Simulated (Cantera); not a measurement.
Source: NASA polynomial tables (part measured, part estimated), evaluated in Cantera. Values are per mole of reaction as written; species without (g) are pure solids or liquids, kept so even where they would boil at 1 bar.

2 NH₃(g) + NbO₂ ⇌ 3 H₂(g) + 2 NO(g) + Nb

```csv
T (K),ΔH° (kJ),ΔS° (J/K),ΔG° (kJ),log10 K
2225,(withheld),(withheld),(withheld),(withheld)
2250,(withheld),(withheld),(withheld),(withheld)
2275,959.5,371.2,115.0,-2.64
2300,958.8,370.9,105.7,-2.40
2325,958.2,370.6,96.4,-2.17
2350,957.5,370.3,87.1,-1.94
2375,956.8,370.1,77.9,-1.71
2400,(withheld),(withheld),(withheld),(withheld)
2425,955.4,369.5,59.4,-1.28
2450,(withheld),(withheld),(withheld),(withheld)
```

Q: What belongs in the gaps?

A: 
- 2225, ΔH° (kJ): 961.0
- 2225, ΔS° (J/K): 371.9
- 2225, ΔG° (kJ): 133.5
- 2225, log10 K: -3.13
- 2250, ΔH° (kJ): 960.2
- 2250, ΔS° (J/K): 371.6
- 2250, ΔG° (kJ): 124.2
- 2250, log10 K: -2.88
- 2400, ΔH° (kJ): 956.1
- 2400, ΔS° (J/K): 369.8
- 2400, ΔG° (kJ): 68.6
- 2400, log10 K: -1.49
- 2450, ΔH° (kJ): 954.8
- 2450, ΔS° (J/K): 369.2
- 2450, ΔG° (kJ): 50.2
- 2450, log10 K: -1.07
